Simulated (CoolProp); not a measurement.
A simple Rankine cycle with n-pentane: condensing at 295.15 K, boiler at 2.21 MPa, turbine inlet 482.8 K, turbine efficiency 0.85, pump efficiency 0.8, no recuperator. Each further row changes one setting.

Model: reference Helmholtz-energy equation of state, Thol 2019, in CoolProp.

| case | thermal efficiency (%) | net work (kJ/kg) | heat in (kJ/kg) | turbine exit temperature (K) | volume ratio over the turbine |
|---|---|---|---|---|---|
| as stated | 19.2 | 136 | 706 | 401.1 | 39.3 |
| turbine inlet 502.8 K | 19.0 | 145 | 762 | 422.9 | 37.8 |
| condensing temperature 287.15 K | 20.4 | 147 | 724 | 395.3 | 53.2 |
| boiler pressure 1.55 MPa | 17.8 | 129 | 725 | 413.1 | 25.6 |
| turbine efficiency 0.75 | 16.9 | 119 | 706 | 408.8 | 40.1 |
